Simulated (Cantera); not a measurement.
Charge: 1 mol V, 0.88 mol O2, 83 mol N2, held at 2800 K and 133 Pa.

Cantera equilibrium calculation (NASA polynomials, part measured and part estimated; ideal gas, pure solids and liquids). Candidate condensed phases: V, VN, VO, V2O3, V2O4, V2O5; 13 gas species. Equilibrium is a limit: real reactors are often held back by kinetics, nucleation or transport.

Base state: N2 0.978, O 0.00908, VO 0.00625, V 0.00315, VO2 0.00240, NO 0.000546, N 9.48e-5, O2 3.73e-5 (mole fractions); condensed: gas only.

Problem. What changes in the equilibrium state with this change: pressure from 133 Pa to 62.0 Pa?

Solution. 
```csv
species,before,after
N2,0.978,0.976
O,0.00908,0.0118
VO,0.00625,0.00569
V,0.00315,0.00474
VO2,0.00240,0.00132
N,9.48e-5,0.000139
O2,3.73e-5,2.93e-5
```

Problem. What changes in the equilibrium state with this change: temperature from 2800 K to 2473 K?

Solution. 
```
species    before     after
-------  --------  --------
N2          0.978     0.986
VO2       0.00240   0.00767
VO        0.00625   0.00392
O         0.00908   0.00142
N         9.48e-5   6.17e-6
V         0.00315  0.000301
NO       0.000546  0.000218
```
